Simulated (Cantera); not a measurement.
Charge: 1 mol Mg(OH)2, 0.41 mol H2, 3.2 mol CO2, at 6.80 bar.

These are equilibrium values from Cantera (NASA tables, ideal gas, pure condensed phases), not measurements of a reactor. Candidate condensed phases: C, C6H6, C7H8, C8H18, H2O, Mg, MgCO3, MgO, Mg(OH)2; 116 gas species. Kinetics and transport are ignored. All values below are at 825 K.

Base state: CO2 0.666, H2O 0.258, H2 0.0417, CO 0.0301, CH4 0.00447 (mole fractions); condensed: MgO(s).

Task: What changes in the equilibrium state with this change: pressure from 6.80 bar to 1 atm?

Result: 
```
species       before     after
-----------  -------  --------
CO2            0.666     0.657
H2O            0.258     0.254
H2            0.0417    0.0511
CO            0.0301    0.0370
CH4          0.00447  0.000227
MgO(s), mol     1.00      1.00
```

Task: What changes in the equilibrium state with this change: H2 from 0.41 to 0.68 mol?

Result: 
| species | before | after |
|---|---|---|
| CO2 | 0.666 | 0.623 |
| H2O | 0.258 | 0.271 |
| H2 | 0.0417 | 0.0563 |
| CH4 | 0.00447 | 0.0126 |
| CO | 0.0301 | 0.0362 |
| MgO(s), mol | 1.00 | 1.00 |
